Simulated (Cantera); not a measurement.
Feed: 1 mol Fe₂O₃, 0.57 mol CH₄, 0.022 mol CO, at 6.10 bar.

Equilibrium computed with Cantera from the NASA thermochemical tables; the gas is ideal and each condensed phase is pure. Candidate condensed phases: C, C₆H₆, C₇H₈, C₈H₁₈, Fe, Fe(CO)₅, FeO, Fe(OH)₂, Fe(OH)₃, Fe₂O₃, Fe₃O₄, H₂O; 114 gas species. The tables' stoichiometric FeO is somewhat more stable than real wüstite, so its field is too wide. FeO: taken at fixed stoichiometry. Rates play no part. All values below are at 1873 K.

Base state: H₂ 0.445, CO 0.306, H₂O 0.213, CO₂ 0.0356, H 0.000174, Fe(OH)₂ 4.55e-5, Fe 1.25e-5 (mole fractions); condensed: FeO(l).

Question: What changes in the equilibrium state with this change: Fe₂O₃ replaced by MgO?

Answer: 
```json
[
 {"species": "H₂", "before": "0.445", "after": "0.957"},
 {"species": "CO", "before": "0.306", "after": "0.0290"},
 {"species": "Mg", "before": "0", "after": "0.0100"},
 {"species": "H₂O", "before": "0.213", "after": "3.40e-5"},
 {"species": "CO₂", "before": "0.0356", "after": "2.51e-7"},
 {"species": "Fe(OH)₂", "before": "4.55e-5", "after": "0"},
 {"species": "MgH", "before": "0", "after": "0.000346"},
 {"species": "C₂H₂ (acetylene)", "before": "<1e-9", "after": "0.000299"},
 {"species": "C₂H₄", "before": "<1e-9", "after": "2.51e-5"},
 {"species": "Fe", "before": "1.25e-5", "after": "0"},
 {"species": "CH₄", "before": "5.81e-7", "after": "0.00340"},
 {"species": "FeO(l), mol", "before": "2.00", "after": "0"},
 {"species": "C(graphite), mol", "before": "0", "after": "0.553"},
 {"species": "MgO(s), mol", "before": "0", "after": "0.988"}
]
```
The tables' values for MgH are old estimates; treat these amounts as uncertain. Further candidate phases: Mg, MgCO₃, MgO, Mg(OH)₂.
